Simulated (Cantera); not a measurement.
An isothermal, constant-pressure homogeneous reactor starts with 33.3 % NH₃, 66.7 % H₂, at 2373 K and 0.880 bar.

Detailed kinetics in Cantera: the gas-phase N/H chemistry of the illustrative SiF4/NH3 mechanism in the Surface Chemkin manual (1991). Walls and surfaces, which speed up NH3 decomposition in real reactors, are not modelled.

x: mole fraction; the columns are a selection and need not sum to one.

| t (s) | x NH₃ | x H₂ | x N | x N₂H₂ | x N₂H₄ |
|---|---|---|---|---|---|
| 0.000500 | 0.235 | 0.725 | 1.03e-5 | 5.64e-6 | 1.39e-7 |
| 0.00135 | … | 0.788 | 1.07e-5 | … | … |
| 0.00364 | 0.0324 | 0.850 | 1.15e-5 | 6.41e-7 | 9.78e-9 |
| 0.00981 | 0.000666 | 0.862 | 5.65e-6 | 5.06e-9 | 3.32e-11 |
| 0.0265 | 7.04e-5 | 0.862 | 7.47e-7 | 7.13e-11 | <1e-12 |
| 0.0714 | 2.04e-5 | 0.862 | 2.17e-7 | 7.76e-12 | <1e-12 |
| 0.193 | 7.35e-6 | 0.862 | 7.82e-8 | 2.68e-12 | <1e-12 |
| 0.519 | 3.58e-6 | 0.862 | 3.81e-8 | 2.11e-12 | <1e-12 |
| 1.40 | 2.99e-6 | 0.862 | 3.17e-8 | 2.05e-12 | <1e-12 |
| 3.78 | 2.98e-6 | 0.862 | 3.17e-8 | 2.05e-12 | <1e-12 |
| 10.2 | 2.98e-6 | 0.862 | 3.17e-8 | 2.05e-12 | <1e-12 |
| 27.5 | 2.98e-6 | 0.862 | 3.17e-8 | 2.05e-12 | <1e-12 |
| 74.1 | 2.98e-6 | 0.862 | 3.17e-8 | 2.05e-12 | <1e-12 |
| 200 | 2.98e-6 | 0.862 | 3.17e-8 | 2.05e-12 | <1e-12 |

Complete the blanks.


- 0.00135, x NH₃: 0.134
- 0.00135, x N₂H₂: 2.96e-6
- 0.00135, x N₂H₄: 6.51e-8
